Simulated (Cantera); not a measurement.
Feed: 1 mol Si, 7 mol F2, 4.2 mol H2, equilibrated at 1050 K and 1.60 Pa.

These are equilibrium values from Cantera (NASA tables, ideal gas, pure condensed phases), not measurements of a reactor. Candidate condensed phases: Si; 25 gas species. Rates play no part.

Base state: HF 0.764, F 0.145, SiF4 0.0909, F2 1.37e-5 (mole fractions); condensed: gas only.

Question: What changes in the equilibrium state with this change: H2 from 4.2 to 0.11 mol?

Answer: 
| species | before | after |
|---|---|---|
| F | 0.145 | 0.889 |
| SiF4 | 0.0909 | 0.0910 |
| HF | 0.764 | 0.0200 |
| F2 | 1.37e-5 | 0.000510 |
